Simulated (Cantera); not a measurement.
Charge: 1 mol trisilylamine, 1.9 mol NH₃, equilibrated at 1.33 mbar.

These are equilibrium values from Cantera (NASA tables, ideal gas, pure condensed phases), not measurements of a reactor. Candidate condensed phases: Si, Si₃N₄; 18 gas species. The feed counts by its element totals alone. Mutual solubility and eutectic melting of coexisting phases are not modelled. Gases not in the tables: Si₂H₆ and higher silanes. Rates play no part.

Task: Which condensed phases are stable at each of these points (T (°C)): 875, 975, 1075, 1175, 1275, 1375, 1475, 1575?

Result: 
```csv
T (°C),condensed phases,Si condensed (%)
875,Si(s) + Si₃N₄(s),100.0
975,Si(s) + Si₃N₄(s),100.0
1075,Si(s) + Si₃N₄(s),100.0
1175,Si(s) + Si₃N₄(s),100.0
1275,Si(s) + Si₃N₄(s),100.0
1375,Si(s),99.9
1475,Si(l),99.6
1575,Si(l),98.5
```

From 875 °C to 1275 °C the condensed part is Si(s) + Si₃N₄(s). At 1375 °C the condensed part is Si(s). From 1475 °C to 1575 °C the condensed part is Si(l).
